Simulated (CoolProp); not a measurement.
Vapour-liquid equilibrium of carbon dioxide (1) + R22 (2) at 237 K; x and y are mole fractions of (1).

The numbers come from the multi-fluid Helmholtz-energy mixture model, Span 1996 and Kamei 1995; pair parameters Bell 2016 in CoolProp.

Q: Give the bubble pressure and the first vapour's composition at x = 0.35, 0.5, 0.8. Is there an azeotrope?

A: x = 0.35: 438.9 kPa, y = 0.803; x = 0.5: 596.5 kPa, y = 0.886; x = 0.8: 925.1 kPa, y = 0.968. No azeotrope shows between x = 0.05 and 0.95.

The pair parameters rest on a limited set of measurements; away from them the model extrapolates.
